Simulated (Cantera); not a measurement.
A perfectly stirred reactor is fed with H2 : O2 : N2 = 1 : 0.538 : 2.02 (molar parts), equivalence ratio 0.93, at 0.987 atm; it is adiabatic with a 775 K inlet, and is followed from long to short residence time, starting on the burning branch (τ in s: 0.029, 0.013, 0.0057, 0.0025, 0.0011, 0.00049, 0.00022, 9.5e-05, 4.2e-05, 1.8e-05, 8.1e-06, 3.6e-06).

Detailed kinetics in Cantera: GRI-Mech 3.0 (53 species, 325 reactions).

Q: Predict: blow-out, bracketed by the residence times tried; x(H2) at τ = 29.0 ms; x(O2) at τ = 29.0 ms; x(H) at τ = 29.0 ms; x(NO) at τ = 29.0 ms; x(H2O2) at τ = 29.0 ms; x(H2) at τ = 0.220 ms; x(O2) at τ = 0.220 ms; x(H) at τ = 0.220 ms; x(NO) at τ = 0.220 ms; x(H2O2) at τ = 0.220 ms.

A: 
```json
{
 "blow_out_bracketed_by_the_residence_times_tried": "burning at 8.10 µs, out at 3.60 µs",
 "x(H2) at τ = 29.0 ms": "0.0197",
 "x(O2) at τ = 29.0 ms": "0.0154",
 "x(H) at τ = 29.0 ms": "0.00488",
 "x(NO) at τ = 29.0 ms": "0.00518",
 "x(H2O2) at τ = 29.0 ms": "2.86e-7",
 "x(H2) at τ = 0.220 ms": "0.0408",
 "x(O2) at τ = 0.220 ms": "0.0283",
 "x(H) at τ = 0.220 ms": "0.0274",
 "x(NO) at τ = 0.220 ms": "0.000124",
 "x(H2O2) at τ = 0.220 ms": "4.07e-7"
}
```
